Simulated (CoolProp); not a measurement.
A Linde-Hampson liquefier for CF4 (R14): isothermal reversible compression at 300 K from 1 atm to 15 MPa, throttling to 1 atm, return gas leaving the recuperator 0 K below the feed. Each further row changes one setting.

Values from CoolProp's reference Helmholtz-energy equation of state, Platzer 1990. This equation is an older, rougher fit; its heat capacities, sound speeds and derivatives of the liquid may be far off and weren't checked against measurements.

```
case                        liquid yield per pass  compression work (kJ/kg of gas)
--------------------------  ---------------------  -------------------------------
as stated                                   0.246                              129
high pressure 30 MPa                            …                              145
warm-end temperature 330 K                  0.178                                …
warm-end gap 5 K                                …                              129
```

Q: Complete the blanks.

A: 
- high pressure 30 MPa, liquid yield per pass: 0.293
- warm-end temperature 330 K, compression work (kJ/kg of gas): 146
- warm-end gap 5 K, liquid yield per pass: 0.234
